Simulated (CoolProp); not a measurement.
Computed with CoolProp (reference Helmholtz-energy equation of state, Zhou 2012).

Task: Give the vapour pressure (kPa), liquid density (kg/m³), surface tension (mN/m), liquid viscosity (µPa s) of saturated p-xylene at 233.15 °C.

Result: 
| T (°C) | p (kPa) | liquid density (kg/m³) | surface tension (mN/m) | liquid viscosity (µPa s) |
|---|---|---|---|---|
| 233.15 | 752 | 645 | 7.68 | 114 |

Viscosity comes from a separate model (Balogun 2015). Surface tension comes from a separate correlation (Mulero 2014).
